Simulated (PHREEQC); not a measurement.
Make-up at 25 °C and 10 atm: 0.014 mol/kgw Li2CO3, 0.00031 mol/kgw K2SO4 and 0.091 mol/kgw HCl. Closed to the air; pH follows from the charge balance.

Equilibrium calculation in PHREEQC: ion-association model, phreeqc.dat.

Each row changes one thing in this solution. Precipitation was switched off in this run.

```json
[
 {"case": "as made", "pH": "1.28", "ionic strength (mol/kgw)": "0.0915", "SO4-2 (mol/kgw)": "8.86e-5", "KSO4- (mol/kgw)": "1.43e-7", "SI of Sylvite (KCl)": "-5.38"},
 {"case": "Li2CO3 replaced by (NH4)2CO3 at the same molality", "pH": "1.28", "ionic strength (mol/kgw)": "0.0915", "SO4-2 (mol/kgw)": "8.65e-5", "KSO4- (mol/kgw)": "[?]", "SI of Sylvite (KCl)": "-5.38"},
 {"case": "diluted 2-fold with water", "pH": "1.57", "ionic strength (mol/kgw)": "0.0458", "SO4-2 (mol/kgw)": "6.16e-5", "KSO4- (mol/kgw)": "6.21e-8", "SI of Sylvite (KCl)": "-5.93"},
 {"case": "HCl from 0.091 to 0.182 mol/kgw", "pH": "0.91", "ionic strength (mol/kgw)": "0.182", "SO4-2 (mol/kgw)": "[?]", "KSO4- (mol/kgw)": "6.69e-8", "SI of Sylvite (KCl)": "-5.13"},
 {"case": "HCl from 0.091 to 0.0091 mol/kgw", "pH": "9.83", "ionic strength (mol/kgw)": "0.0337", "SO4-2 (mol/kgw)": "0.000291", "KSO4- (mol/kgw)": "6.39e-7", "SI of Sylvite (KCl)": "-6.30"},
 {"case": "diluted 100-fold with water", "pH": "3.21", "ionic strength (mol/kgw)": "0.000919", "SO4-2 (mol/kgw)": "2.94e-6", "KSO4- (mol/kgw)": "1.11e-10", "SI of Sylvite (KCl)": "-9.18"},
 {"case": "Li2CO3 left out", "pH": "1.12", "ionic strength (mol/kgw)": "0.0915", "SO4-2 (mol/kgw)": "6.83e-5", "KSO4- (mol/kgw)": "1.11e-7", "SI of Sylvite (KCl)": "-5.38"}
]
```

Question: Complete the blanks.

Answer: 
- Li2CO3 replaced by (NH4)2CO3 at the same molality, KSO4- (mol/kgw): 1.40e-7
- HCl from 0.091 to 0.182 mol/kgw, SO4-2 (mol/kgw): 5.32e-5
